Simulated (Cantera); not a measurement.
Input: 1 mol TEOS, 1 mol O2, at 500 K and 26.0 mbar.

Equilibrium computed with Cantera from the NASA thermochemical tables; the gas is ideal and each condensed phase is pure. Candidate condensed phases: C, C6H6, C7H8, C8H18, H2O, Si, SiC, SiO2; 123 gas species. The feed counts by its element totals alone. Rates play no part.

Base state: H2O 0.467, CH4 0.413, H2 0.0797, CO2 0.0409, CO 5.09e-5 (mole fractions); condensed: C(graphite) + SiO2(α-quartz).

Task: What changes in the equilibrium state with this change: temperature from 500 K to 1948 K?

Result: 
```tsv
species	before	after
H2	0.0797	0.620
CO	5.09e-5	0.371
H	<1e-9	0.00552
H2O	0.467	8.67e-7
CH4	0.413	4.89e-6
CO2	0.0409	1.18e-7
SiO	<1e-9	0.00305
C2H2 (acetylene)	<1e-9	0.000334
Si	<1e-9	4.02e-5
C(graphite), mol	4.69	1.09
SiO2(α-quartz), mol	1.00	0
SiC(s), mol	0	0.950
```

Task: What changes in the equilibrium state with this change: O2 from 1 to 2.8 mol?

Result: 
| species | before | after |
|---|---|---|
| H2O | 0.467 | 0.595 |
| CH4 | 0.413 | 0.225 |
| CO2 | 0.0409 | 0.122 |
| H2 | 0.0797 | 0.0588 |
| CO | 5.09e-5 | 8.78e-5 |
| C(graphite), mol | 4.69 | 4.86 |
| SiO2(α-quartz), mol | 1.00 | 1.00 |

Task: What changes in the equilibrium state with this change: temperature from 500 K to 1800 K?

Result: 
```csv
species,before,after
H2,0.0797,0.623
CO,5.09e-5,0.373
SiO,<1e-9,0.00207
H2O,0.467,1.72e-6
CH4,0.413,7.78e-6
CO2,0.0409,2.69e-7
H,<1e-9,0.00175
C2H2 (acetylene),<1e-9,0.000109
"C(graphite), mol",4.69,1.06
"SiO2(α-quartz), mol",1.00,0
"SiC(s), mol",0,0.967
```
